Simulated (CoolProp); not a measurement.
Nitrogen at 298.15 K and 0.196 MPa is throttled through a valve to 0.0594 MPa with no heat exchange. Each further row changes one setting.

Values from CoolProp's reference Helmholtz-energy equation of state, Span 2000.

```
case                        temperature change (K)  final density (kg/m³)
--------------------------  ----------------------  ---------------------
as stated                                     -0.3             (withheld)
outlet pressure 0.0178 MPa                    -0.4             (withheld)
outlet pressure 0.0772 MPa                    -0.3             (withheld)
```

Q: Some entries are withheld; supply them.

A: 
- as stated, final density (kg/m³): 0.672
- outlet pressure 0.0178 MPa, final density (kg/m³): 0.201
- outlet pressure 0.0772 MPa, final density (kg/m³): 0.873
